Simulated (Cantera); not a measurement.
Input: 1 mol SiCl₄, 2.9 mol HCl, 6.4 mol H₂, 2 mol Cl₂, at 1302 °C and 698 Torr.

Equilibrium computed with Cantera from the NASA thermochemical tables; the gas is ideal and each condensed phase is pure. Candidate condensed phases: Si; 19 gas species. The tables' values for SiCl₃ are old estimates; treat these amounts as uncertain. Rates play no part.

Q: What is the equilibrium state?

A: 
```json
{
  "x(HCl)": "0.587",
  "x(H₂)": "0.333",
  "x(SiCl₄)": "0.0540",
  "x(SiCl₃)": "0.0133",
  "x(SiCl₂)": "0.00863",
  "x(SiHCl₃)": "0.00408",
  "x(SiH₂Cl₂)": "5.09e-5",
  "x(Cl)": "3.48e-5",
  "x(H)": "2.49e-5",
  "gas_amount": "12.49 mol",
  "log10 activity of Si(s) (absent)": "-2.61"
}
```
